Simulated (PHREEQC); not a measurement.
A column of 1 m (30 cells, dispersivity 0.05 m, 300 s a shift, diffusion coefficient 3e-10 m²/s) holds 0.21 eq of the database's cation exchanger X per kg of pore water, first in equilibrium with 19 mmol/kgw KBr, 2.8 mmol/kgw LiCl, 29 mmol/kgw MnCl2 and 0.01 mmol/kgw HCl. It is flushed with 9.2 mmol/kgw ZnSO4, 66 mmol/kgw Na2SO4 and 0.01 mmol/kgw HCl, at 25 °C. Values are for the last cell. CO2 from the air is kept out. Nothing may precipitate in this run.

The series has 31 steps of pore volumes, from 0 to 5.017.

All values are PHREEQC results (ion-association model, phreeqc.dat), not measurements.

After how many pore volumes does Na at the outlet first reach half of its feed value?

By 1.7 pore volumes.

After how many pore volumes does S at the outlet first reach half of its feed value?

By 1.0 pore volumes.
